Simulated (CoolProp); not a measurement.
The numbers come from the reference Helmholtz-energy equation of state, Schmidt 1985 in CoolProp.

Task: For oxygen, give the phase and the conductivity (mW/(m K)), Prandtl number at -187.35 °C and 12.3 MPa.

Result: 
- -187.35 °C and 12.3 MPa: liquid; conductivity 165, Prandtl number 2.45

Viscosity comes from a separate model (Lemmon 2004). Thermal conductivity comes from a separate model (Lemmon 2004).
